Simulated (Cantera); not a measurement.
A Cantera script and what it prints.

```python
import numpy as np
import cantera as ct

gas_names = [...]  # 123 gases of nasa_gas.yaml made of C, H, O, Si
cond_names = """
    C(gr) C6H6(L) C7H8(L) C8H18(L),n-octa H2O(s) H2O(L) Si(cr) Si(L) SiC(b) SiO2(Lqz) SiO2(hqz) SiO2(L)
""".split()


# ... load() reads the species with a 1 bar reference pressure and builds the phases ...
atoms = {
    'TEOS': {'Si': 1, 'C': 8, 'H': 20, 'O': 4},
    'O3': {'O': 3},
}
top_T = {'C(gr)': 4500, 'SiC(b)': 3050}  # K; cautious upper limits of use, not melting points


# ... equilibrate(T, P, feed) seeds the gas with the atoms and calls Mixture.equilibrate('TP', solver="vcs", rtol=1e-11, max_steps=5000) ...
results = []
feed = {'TEOS': 1, 'O3': 0.14}  # mol
T = 1675  # K
P = 2600  # Pa
mix = equilibrate(T, P, feed)
results.append((T, P, feed, dict(zip(mix.species_names, mix.species_moles))))
x = sorted(zip(gas.X, gas.species_names), reverse=True)
print(f"T = {T:g} K  P = {P:g} Pa  gas = {mix.phase_moles(0):.4g} mol")
print("   x: " + "  ".join(f"{s} {v:.3e}" for v, s in x if v > 0.0001))
print("   condensed (mol): " + ("  ".join(f"{mix.phase(i).name} {mix.phase_moles(i):.4g}"
      for i in range(1, mix.n_phases) if mix.phase_moles(i) > 1e-12) or "none"))
```

Output:

```
T = 1675 K  P = 2600 Pa  gas = 14.42 mol
   x: H2 6.929e-01  CO 3.053e-01  SiO 1.151e-03  H 5.994e-04
   condensed (mol): C(gr) 2.612  SiC(b) 0.9834
```

Equilibrium computed with Cantera from the NASA thermochemical tables; the gas is ideal and each condensed phase is pure. The feed counts by its element totals alone.
